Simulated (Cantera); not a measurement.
Input: 1 mol Mg(OH)2, 0.12 mol H2, 3 mol H2O, at 1.80 mbar.

Method: chemical equilibrium by Gibbs-energy minimisation in Cantera with the NASA 1993 tables (ideal gas, pure condensed phases). Candidate condensed phases: H2O, Mg, MgO, Mg(OH)2; 15 gas species. The numbers say what is thermodynamically allowed, not how fast it happens. All values below are at 1475 °C.

Base state: H2O 0.966, H2 0.0307, OH 0.00173, H 0.000943, O2 0.000589, O 4.20e-5 (mole fractions); condensed: MgO(s).

Task: What changes in the equilibrium state with this change: Mg(OH)2 replaced by CaCO3?

Result: 
| species | before | after |
|---|---|---|
| H2O | 0.966 | 0.739 |
| CO2 | 0 | 0.225 |
| CO | 0 | 0.0170 |
| H2 | 0.0307 | 0.0154 |
| O2 | 0.000589 | 0.00136 |
| O | 4.20e-5 | 6.37e-5 |
| H | 0.000943 | 0.000669 |
| OH | 0.00173 | 0.00187 |
| MgO(s), mol | 1.000 | 0 |
| CaO(s), mol | 0 | 1.000 |
Further candidate phases: C, C6H6, C7H8, C8H18, Ca, CaCO3, CaO, Ca(OH)2.
